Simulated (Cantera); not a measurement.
# Transport properties of process gases

Gas mixture: CH₄ : CO₂ = 0.37 : 0.5 (molar parts), at 10.00 Torr, frozen composition.

Cantera's kinetic-theory transport with the Lennard-Jones parameters of GRI-Mech 3.0, ideal gas; thermal conductivity in the mixture-averaged form. The composition is frozen, though it would react at the higher temperatures.

```json
[
 {"T (K)": "400", "ρ (kg/m³)": "0.0129", "cp (J/kg/K)": "1275", "μ (µPa s)": "18.4", "λ (mW/m/K)": "34.1", "Pr": "0.687", "D (cm²/s) N₂": "23.1", "D (cm²/s) H": "134", "D (cm²/s) CH₄": "22.3"},
 {"T (K)": "500", "ρ (kg/m³)": "0.0103", "cp (J/kg/K)": "1414", "μ (µPa s)": "22.1", "λ (mW/m/K)": "45.5", "Pr": "0.689", "D (cm²/s) N₂": "34.2", "D (cm²/s) H": "200", "D (cm²/s) CH₄": "33.4"},
 {"T (K)": "600", "ρ (kg/m³)": "0.00858", "cp (J/kg/K)": "1546", "μ (µPa s)": "25.6", "λ (mW/m/K)": "57.2", "Pr": "0.692", "D (cm²/s) N₂": "46.8", "D (cm²/s) H": "275", "D (cm²/s) CH₄": "46.1"},
 {"T (K)": "700", "ρ (kg/m³)": "0.00736", "cp (J/kg/K)": "1664", "μ (µPa s)": "28.8", "λ (mW/m/K)": "69.0", "Pr": "0.694", "D (cm²/s) N₂": "61.0", "D (cm²/s) H": "359", "D (cm²/s) CH₄": "60.3"},
 {"T (K)": "800", "ρ (kg/m³)": "0.00644", "cp (J/kg/K)": "1768", "μ (µPa s)": "31.8", "λ (mW/m/K)": "80.6", "Pr": "0.696", "D (cm²/s) N₂": "76.6", "D (cm²/s) H": "452", "D (cm²/s) CH₄": "76.0"},
 {"T (K)": "900", "ρ (kg/m³)": "0.00572", "cp (J/kg/K)": "1860", "μ (µPa s)": "34.6", "λ (mW/m/K)": "92.1", "Pr": "0.698", "D (cm²/s) N₂": "93.5", "D (cm²/s) H": "553", "D (cm²/s) CH₄": "93.0"},
 {"T (K)": "1000", "ρ (kg/m³)": "0.00515", "cp (J/kg/K)": "1947", "μ (µPa s)": "37.2", "λ (mW/m/K)": "103", "Pr": "0.702", "D (cm²/s) N₂": "112", "D (cm²/s) H": "661", "D (cm²/s) CH₄": "111"},
 {"T (K)": "1100", "ρ (kg/m³)": "0.00468", "cp (J/kg/K)": "2020", "μ (µPa s)": "39.8", "λ (mW/m/K)": "114", "Pr": "0.703", "D (cm²/s) N₂": "131", "D (cm²/s) H": "777", "D (cm²/s) CH₄": "131"},
 {"T (K)": "1200", "ρ (kg/m³)": "0.00429", "cp (J/kg/K)": "2086", "μ (µPa s)": "42.2", "λ (mW/m/K)": "125", "Pr": "0.705", "D (cm²/s) N₂": "152", "D (cm²/s) H": "899", "D (cm²/s) CH₄": "152"}
]
```
D: mixture-averaged diffusion coefficient of that species in the mixture.
